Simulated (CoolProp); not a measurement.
Vapour-liquid equilibrium of cyclohexane (1) + n-octane (2) at 352.4 K; x and y are mole fractions of (1).

Model: multi-fluid Helmholtz-energy mixture model, Zhou 2014 and Beckmüller 2019; pair parameters Bell 2016, in CoolProp.

### Question
Give the bubble pressure and the first vapour's composition at x = 0.35, 0.55, 0.95. Is there an azeotrope?

### Answer
x = 0.35: 0.4871 bar, y = 0.691; x = 0.55: 0.6357 bar, y = 0.834; x = 0.95: 0.9319 bar, y = 0.987. No azeotrope shows between x = 0.05 and 0.95.

The pair parameters rest on a limited set of measurements; away from them the model extrapolates.
